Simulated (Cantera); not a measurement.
NO annealing gas

An isothermal, constant-pressure homogeneous reactor starts with 27.8 % NO, 72.2 % N2, at 1923 K and 45.0 Torr.

Cantera simulation using GRI-Mech 3.0 (53 species, 325 reactions); the numbers are that mechanism's predictions, not measurements.

| t (s) | x NO | x O2 | x NO2 | x N2 | x O | x N2O |
|---|---|---|---|---|---|---|
| 0.000200 | 0.278 | 1.03e-9 | 5.66e-9 | 0.722 | 6.01e-7 | 5.96e-7 |
| 0.000659 | 0.278 | 1.12e-8 | 5.70e-8 | 0.722 | 1.98e-6 | 1.92e-6 |
| 0.00217 | 0.278 | 1.26e-7 | 4.96e-7 | 0.722 | 6.60e-6 | 5.94e-6 |
| 0.00714 | 0.278 | 1.64e-6 | 3.14e-6 | 0.722 | 2.33e-5 | 1.59e-5 |
| 0.0235 | 0.278 | 2.76e-5 | 1.15e-5 | 0.722 | 7.58e-5 | 2.93e-5 |
| 0.0775 | 0.277 | 0.000258 | 1.66e-5 | 0.723 | 0.000113 | 3.20e-5 |
| 0.255 | 0.275 | 0.00112 | 1.82e-5 | 0.723 | 0.000122 | 3.15e-5 |
| 0.840 | 0.269 | 0.00406 | 2.28e-5 | 0.726 | 0.000147 | 2.97e-5 |
| 2.77 | 0.249 | 0.0144 | 3.29e-5 | 0.737 | 0.000211 | 2.44e-5 |
| 9.11 | 0.181 | 0.0480 | 4.18e-5 | 0.770 | 0.000342 | 1.21e-5 |
| 30.0 | 0.0568 | 0.110 | 1.98e-5 | 0.832 | 0.000497 | 1.15e-6 |
x: mole fraction; the columns are a selection and need not sum to one.

Equilibrium at this temperature and pressure: NO 0.00518, O2 0.136, NO2 2.01e-6, N2 0.858, O 0.000548, N2O 7.50e-8 (gas phase only).
